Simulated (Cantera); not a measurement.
Transport properties of process gases

Gas mixture: C3H8 = 0.99 (molar parts), at 0.975 Torr, frozen composition.

Cantera's kinetic-theory transport with the Lennard-Jones parameters of GRI-Mech 3.0, ideal gas; thermal conductivity in the mixture-averaged form. The composition is frozen, though it would react at the higher temperatures.

```json
[
 {"T (K)": "400", "ρ (kg/m³)": "0.00172", "cp (J/kg/K)": "2134", "μ (µPa s)": "10.9", "λ (mW/m/K)": "30.7", "Pr": "0.756", "D (cm²/s) CO2": "110", "D (cm²/s) H": "884", "D (cm²/s) NO": "148"},
 {"T (K)": "650", "ρ (kg/m³)": "0.00106", "cp (J/kg/K)": "3083", "μ (µPa s)": "16.5", "λ (mW/m/K)": "67.4", "Pr": "0.756", "D (cm²/s) CO2": "269", "D (cm²/s) H": "2110", "D (cm²/s) NO": "348"},
 {"T (K)": "900", "ρ (kg/m³)": "0.000766", "cp (J/kg/K)": "3749", "μ (µPa s)": "21.2", "λ (mW/m/K)": "105", "Pr": "0.758", "D (cm²/s) CO2": "478", "D (cm²/s) H": "3710", "D (cm²/s) NO": "607"},
 {"T (K)": "1150", "ρ (kg/m³)": "0.000600", "cp (J/kg/K)": "4195", "μ (µPa s)": "25.4", "λ (mW/m/K)": "141", "Pr": "0.753", "D (cm²/s) CO2": "731", "D (cm²/s) H": "5640", "D (cm²/s) NO": "918"},
 {"T (K)": "1400", "ρ (kg/m³)": "0.000492", "cp (J/kg/K)": "4523", "μ (µPa s)": "29.1", "λ (mW/m/K)": "176", "Pr": "0.750", "D (cm²/s) CO2": "1020", "D (cm²/s) H": "7860", "D (cm²/s) NO": "1280"},
 {"T (K)": "1650", "ρ (kg/m³)": "0.000418", "cp (J/kg/K)": "4780", "μ (µPa s)": "32.6", "λ (mW/m/K)": "208", "Pr": "0.750", "D (cm²/s) CO2": "1350", "D (cm²/s) H": "10300", "D (cm²/s) NO": "1680"},
 {"T (K)": "1900", "ρ (kg/m³)": "0.000363", "cp (J/kg/K)": "4978", "μ (µPa s)": "35.8", "λ (mW/m/K)": "238", "Pr": "0.749", "D (cm²/s) CO2": "1710", "D (cm²/s) H": "13100", "D (cm²/s) NO": "2120"},
 {"T (K)": "2150", "ρ (kg/m³)": "0.000321", "cp (J/kg/K)": "5126", "μ (µPa s)": "38.8", "λ (mW/m/K)": "266", "Pr": "0.749", "D (cm²/s) CO2": "2110", "D (cm²/s) H": "16100", "D (cm²/s) NO": "2610"},
 {"T (K)": "2400", "ρ (kg/m³)": "0.000287", "cp (J/kg/K)": "5234", "μ (µPa s)": "41.7", "λ (mW/m/K)": "292", "Pr": "0.747", "D (cm²/s) CO2": "2530", "D (cm²/s) H": "19300", "D (cm²/s) NO": "3130"}
]
```
D: mixture-averaged diffusion coefficient of that species in the mixture.
